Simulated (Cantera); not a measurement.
**Ammonia decomposition in nitride growth gas**

An isothermal, constant-pressure homogeneous reactor starts with 18.2 % NH3, 81.8 % N2, at 1648 K and 97.5 Torr.

Model: the gas-phase N/H chemistry of the illustrative SiF4/NH3 mechanism in the Surface Chemkin manual (1991), integrated in Cantera. Walls and surfaces, which speed up NH3 decomposition in real reactors, are not modelled.

```
t (s)       x NH3     x NH2      x H2    x N2H2      x H      x NH    x N2H4
--------  -------  --------  --------  --------  -------  --------  --------
3.00e-5     0.182   1.30e-7   6.03e-8    <1e-12  9.73e-9    <1e-12    <1e-12
0.000104    0.182   4.76e-7   2.33e-7  2.40e-12  9.73e-9  6.52e-12    <1e-12
0.000360    0.182   1.67e-6   8.32e-7  5.26e-11  9.74e-9  1.18e-10  5.23e-12
0.00125     0.182   5.81e-6   2.92e-6  8.00e-10  9.90e-9   2.40e-9  6.64e-11
0.00433     0.182   2.01e-5   1.10e-5   1.12e-8  1.22e-8   3.31e-8  8.02e-10
0.0150      0.182   6.45e-5   7.50e-5   1.32e-7  4.36e-8   2.11e-7   8.29e-9
0.0520      0.181  0.000101  0.000756   3.42e-7  2.39e-7   4.24e-7   2.04e-8
0.180       0.179   9.68e-5   0.00351   3.40e-7  8.40e-7   5.25e-7   1.87e-8
0.624       0.172   8.73e-5    0.0128   3.17e-7  2.70e-6   6.84e-7   1.52e-8
2.16        0.150   7.32e-5    0.0406   2.51e-7  8.13e-6   7.69e-7   1.07e-8
7.49       0.0996   5.15e-5     0.104   1.33e-7  2.20e-5   6.67e-7   5.29e-9
26.0       0.0360   2.34e-5     0.185   3.02e-8  4.88e-5   4.00e-7   1.09e-9
90.0      0.00535   5.16e-6     0.224   1.82e-9  8.80e-5   1.34e-7  5.30e-11
```
x: mole fraction; the columns are a selection and need not sum to one.

Equilibrium at this temperature and pressure: NH3 5.16e-7, NH2 6.55e-10, H2 0.231, N2H2 <1e-12, H 0.000119, NH 2.25e-11, N2H4 <1e-12 (gas phase only).
